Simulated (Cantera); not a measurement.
A closed system holds: 1 mol Si, 3.1 mol HCl, 10 mol H2, held at 1.30 bar.

Method: chemical equilibrium by Gibbs-energy minimisation in Cantera with the NASA 1993 tables (ideal gas, pure condensed phases). Candidate condensed phases: Si; 19 gas species. Kinetics and transport are ignored. All values below are at 600 K.

Base state: H2 0.927, SiCl4 0.0371, SiHCl3 0.0341, SiH2Cl2 0.00157, HCl 2.78e-5, SiH3Cl 1.41e-5 (mole fractions); condensed: Si(s).

Task: What changes in the equilibrium state with this change: HCl from 3.1 to 5.6 mol?

Result: 
| species | before | after |
|---|---|---|
| H2 | 0.927 | 0.822 |
| HCl | 2.78e-5 | 0.110 |
| SiCl4 | 0.0371 | 0.0685 |
| SiHCl3 | 0.0341 | 1.41e-5 |
| SiH2Cl2 | 0.00157 | <1e-9 |
| SiH3Cl | 1.41e-5 | <1e-9 |
| Si(s), mol | 0.111 | 0 |
